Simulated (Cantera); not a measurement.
A perfectly stirred reactor is fed with H₂ : O₂ : N₂ = 0.043 : 1 : 0.59 (molar parts), equivalence ratio 0.021, at 0.0263 atm; it is held at 1275 K, and followed from long to short residence time.

Detailed kinetics in Cantera: the H2/O2 subset of GRI-Mech 3.0, which has no nitrogen chemistry. Radical loss at walls, strong at low pressure, is not modelled.

Task: Predict: x(H₂) at τ = 18.0 s; x(O₂) at τ = 18.0 s; x(HO₂) at τ = 18.0 s; x(H) at τ = 18.0 s; x(H₂O₂) at τ = 18.0 s; x(H₂) at τ = 0.380 s; x(O₂) at τ = 0.380 s; x(HO₂) at τ = 0.380 s; x(H) at τ = 0.380 s; x(H₂O₂) at τ = 0.380 s.

Result: 
```json
{
  "x(H₂) at τ = 18.0 s": "1.14e-5",
  "x(O₂) at τ = 18.0 s": "0.607",
  "x(HO₂) at τ = 18.0 s": "2.65e-7",
  "x(H) at τ = 18.0 s": "4.17e-6",
  "x(H₂O₂) at τ = 18.0 s": "1.66e-8",
  "x(H₂) at τ = 0.380 s": "0.000119",
  "x(O₂) at τ = 0.380 s": "0.605",
  "x(HO₂) at τ = 0.380 s": "1.30e-6",
  "x(H) at τ = 0.380 s": "0.000177",
  "x(H₂O₂) at τ = 0.380 s": "5.34e-8"
}
```
